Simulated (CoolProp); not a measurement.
Vapour-liquid equilibrium of n-hexane (1) + ethylbenzene (2) at 455 K; x and y are mole fractions of (1).

Values from CoolProp's multi-fluid Helmholtz-energy mixture model, Thol 2019 and Zhou 2012; pair parameters Bell 2016.

Question: Give the bubble pressure and the first vapour's composition at x = 0.05, 0.35, 0.85. Is there an azeotrope?

Answer: x = 0.05: 0.3596 MPa, y = 0.191; x = 0.35: 0.6806 MPa, y = 0.663; x = 0.85: 1.175 MPa, y = 0.936. No azeotrope shows between x = 0.05 and 0.95.

Pair parameters are fitted to limited data, so mixtures are less certain than the pure fluids. The gap from Raoult's law changes sign with composition, which may be real or a fault of the pair parameters; it wasn't checked against measurements.
